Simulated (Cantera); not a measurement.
Cantera run, input and output.

```python
import numpy as np
import cantera as ct

gas = ct.Solution("gri30.yaml")
gas.TPX = 1225, 36000, {'N2O': 0.16, 'O2': 0.066}
reactor = ct.IdealGasConstPressureReactor(gas, energy="off", clone=False)
net = ct.ReactorNet([reactor])
net.rtol, net.atol = 1e-08, 1e-18
show = ['N2O', 'O2', 'NO2', 'O', 'NO', 'N2']
times = np.geomspace(8e-06, 200, 14)

steps = ct.SolutionArray(gas, extra=["t"])
rows = []
print(f"{'t/s':>10s}{'T/K':>9s}{'P/Pa':>11s}" + "".join(f"{s:>11s}" for s in show))
for t in times:
    while net.time < t:
        t_next = net.step()
        steps.append(gas.state, t=t_next)
    rows.append([np.interp(t, steps.t, y) for y in (steps.T, steps.P, *steps(*show).X.T)])
    print(f"{t:10.3e}{rows[-1][0]:9.1f}{rows[-1][1]:11.4g}" + "".join(f"{x:11.3e}" for x in rows[-1][2:]))
rate = np.gradient(steps.T, steps.t)
print("integrator steps:", len(steps.t))
if steps.T.max() > steps.T[0] + 200:
    print(f"time of steepest temperature rise: {steps.t[rate.argmax()]:.4e} s")
gas.TPX = 1225, 36000, {'N2O': 0.16, 'O2': 0.066}
gas.equilibrate("TP")
print(f"equilibrium (TP): T = {gas.T:.1f} K  " + "  ".join(f"{s} {gas[s].X[0]:.3e}" for s in show))
```

Output:

```
       t/s      T/K       P/Pa        N2O         O2        NO2          O         NO         N2
 8.000e-06   1225.0    3.6e+04  7.080e-01  2.920e-01  4.438e-15  8.179e-07  3.738e-08  1.124e-06
 2.966e-05   1225.0    3.6e+04  7.080e-01  2.920e-01  4.278e-13  1.967e-06  3.841e-07  5.108e-06
 1.100e-04   1225.0    3.6e+04  7.079e-01  2.920e-01  1.776e-11  2.609e-06  2.503e-06  2.308e-05
 4.077e-04   1225.0    3.6e+04  7.078e-01  2.921e-01  3.352e-10  2.625e-06  1.090e-05  9.180e-05
 1.511e-03   1225.0    3.6e+04  7.075e-01  2.921e-01  4.920e-09  2.625e-06  4.205e-05  3.465e-04
 5.603e-03   1225.0    3.6e+04  7.061e-01  2.924e-01  6.538e-08  2.624e-06  1.573e-04  1.289e-03
 2.077e-02   1225.0    3.6e+04  7.011e-01  2.935e-01  7.455e-07  2.622e-06  5.814e-04  4.764e-03
 7.702e-02   1225.0    3.6e+04  6.830e-01  2.975e-01  5.840e-06  2.613e-06  2.115e-03  1.737e-02
 2.855e-01   1225.0    3.6e+04  6.211e-01  3.111e-01  2.683e-05  2.573e-06  7.336e-03  6.051e-02
 1.059e+00   1225.0    3.6e+04  4.465e-01  3.494e-01  8.583e-05  2.419e-06  2.176e-02  1.822e-01
 3.925e+00   1225.0    3.6e+04  1.614e-01  4.131e-01  1.786e-04  1.783e-06  4.333e-02  3.820e-01
 1.455e+01   1225.0    3.6e+04  1.270e-02  4.485e-01  2.699e-04  3.462e-07  5.015e-02  4.884e-01
 5.395e+01   1225.0    3.6e+04  1.161e-05  4.518e-01  6.520e-04  4.770e-08  4.966e-02  4.979e-01
 2.000e+02   1225.0    3.6e+04  6.091e-07  4.518e-01  6.537e-04  4.747e-08  4.962e-02  4.979e-01
integrator steps: 1235
equilibrium (TP): T = 1225.0 K  N2O 9.815e-09  O2 4.770e-01  NO2 3.940e-06  O 4.875e-08  NO 2.910e-04  N2 5.227e-01
```

Model: GRI-Mech 3.0 (53 species, 325 reactions), integrated in Cantera. GRI-Mech 3.0 was tuned for natural gas; its chemistry of N2O as a main component is partial and can be far from experiment. The mechanism lacks the step 2 NO + O2 → 2 NO2, which can matter for NO2 below about 1400 K. The temperature is held fixed by assumption; the heat of reaction is taken as removed at once.
